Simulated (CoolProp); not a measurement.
A single-stage vapour-compression cycle with benzene: evaporating at 321.15 K (dew point), condensing at 380.15 K (bubble point), superheat 5 K, subcooling 8 K, compressor efficiency 0.65, no pressure losses. Each further row changes one setting.

The numbers come from the reference Helmholtz-energy equation of state, Thol 2012 in CoolProp.

| case | cooling COP | pressure ratio | discharge temperature (K) | refrigerating effect (kJ/kg) | volumetric capacity (kJ/m³) |
|---|---|---|---|---|---|
| as stated | 3.11 | 6.47 | 409.2 | 327 | 320 |
| evaporating temperature 326.15 K | 3.50 | 5.35 | [?] | [?] | 388 |
| condensing temperature 375.15 K | [?] | 5.67 | [?] | 336 | 330 |
| subcooling 13 K | [?] | 6.47 | 409.2 | 336 | 330 |
| superheat 15 K | 3.12 | 6.47 | 419.0 | 339 | 321 |
| compressor efficiency 0.55 | 2.63 | 6.47 | [?] | 327 | 320 |

Q: What belongs in the gaps?

A: 
- evaporating temperature 326.15 K, discharge temperature (K): 406.1
- evaporating temperature 326.15 K, refrigerating effect (kJ/kg): 332
- condensing temperature 375.15 K, cooling COP: 3.46
- condensing temperature 375.15 K, discharge temperature (K): 403.5
- subcooling 13 K, cooling COP: 3.20
- compressor efficiency 0.55, discharge temperature (K): 421.6
